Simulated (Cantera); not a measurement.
A diamond (100) surface in a fixed gas of H2 with x(CH4) = 0.028, x(H) = 0.00068, x(CH3) = 1.3e-05, at 1125 K; coverages are run to steady state.

Computed with Cantera and the Harris–Goodwin 1993 mechanism for the reconstructed diamond (100) surface.

θ: site fractions in the mechanism's names (c6HH fully hydrogenated, c6H* and c6*H radical sites, c6** diradical, c6HM methylated).

| P (Pa) | growth (µm/h) | θ c6HH | θ c6H* | θ c6*H | θ c6** | θ c6HM |
|---|---|---|---|---|---|---|
| 500 | 0.00305 | 0.512 | 0.0295 | 0.442 | 0.0160 | 0.000122 |
| 790 | 0.00574 | 0.512 | 0.0295 | 0.442 | 0.0160 | 0.000190 |
| 1300 | 0.0120 | 0.512 | 0.0295 | 0.442 | 0.0160 | 0.000307 |
| 2000 | 0.0235 | 0.512 | 0.0295 | 0.442 | 0.0160 | 0.000459 |
| 3200 | 0.0505 | 0.511 | 0.0295 | 0.442 | 0.0160 | 0.000701 |
| 5100 | … | 0.511 | 0.0295 | 0.442 | 0.0160 | … |
| 8200 | … | 0.511 | 0.0295 | 0.441 | 0.0160 | … |
| 13000 | 0.501 | 0.510 | 0.0295 | 0.441 | 0.0160 | 0.00207 |

Q: Complete the blanks.

A: 
- 5100, growth (µm/h): 0.109
- 5100, θ c6HM: 0.00104
- 8200, growth (µm/h): 0.239
- 8200, θ c6HM: 0.00151
